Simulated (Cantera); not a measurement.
## Hydrocarbon pyrolysis for carbon deposition

A perfectly stirred reactor is fed with 4.14 % CH₄, 95.3 % N₂, 0.539 % H₂O, at 10.00 Torr; it is held at 1925 K, and followed from long to short residence time.

Computed with Cantera and GRI-Mech 3.0 (53 species, 325 reactions). GRI-Mech 3.0 stops at C3 and has no aromatics, soot or wall deposition, so with more carbon than oxygen in the feed, carbon stays in small species such as C2H2 where larger ones or solid carbon would form. Radical loss at walls, strong at low pressure, is not modelled.

```tsv
τ (s)	x CH₄	x H₂	x CH₂	x CH₃	x C₂H₄	x H
3.1	0.00123	0.0621	2.72e-6	0.000239	1.03e-5	0.000616
1.4	0.00220	0.0589	3.38e-6	0.000361	2.55e-5	0.000500
0.60	0.00400	0.0547	4.16e-6	0.000553	6.55e-5	0.000397
0.26	0.00702	0.0492	4.95e-6	0.000821	0.000159	0.000311
0.12	0.0114	0.0421	5.58e-6	0.00114	0.000340	0.000240
0.051	0.0183	0.0313	5.89e-6	0.00154	0.000691	0.000164
0.023	0.0265	0.0187	5.35e-6	0.00180	0.00103	9.50e-5
0.0099	0.0353	0.00650	3.42e-6	0.00163	0.000808	3.64e-5
0.0044	0.0397	0.00131	1.29e-6	0.000987	0.000210	1.14e-5
0.0019	0.0409	0.000293	3.31e-7	0.000455	2.42e-5	5.53e-6
```
x: mole fraction; the columns are a selection and need not sum to one.
